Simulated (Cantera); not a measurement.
# Ignition delay

Mixture: 5.84 % CH₄, 0.199 % C₂H₆, 0.444 % C₃H₈, 18.2 % O₂, 68.3 % N₂, 4.26 % H₂O, 2.69 % H₂, equivalence ratio 0.87, at 760 Torr, adiabatic and at constant pressure. Ignition delay is the time to a rise of 400 K.

Cantera simulation using GRI-Mech 3.0 (53 species, 325 reactions); the numbers are that mechanism's predictions, not measurements.

```csv
T0 (K),delay (ms)
1000,28.6
1100,6.87
1200,2.30
1300,0.801
1400,0.296
1500,0.124
1600,0.0607
1700,0.0342
1800,0.0216
1900,0.0149
```

```json
{
 "apparent activation energy between 1700 and 1900 K": "110 kJ/mol"
}
```
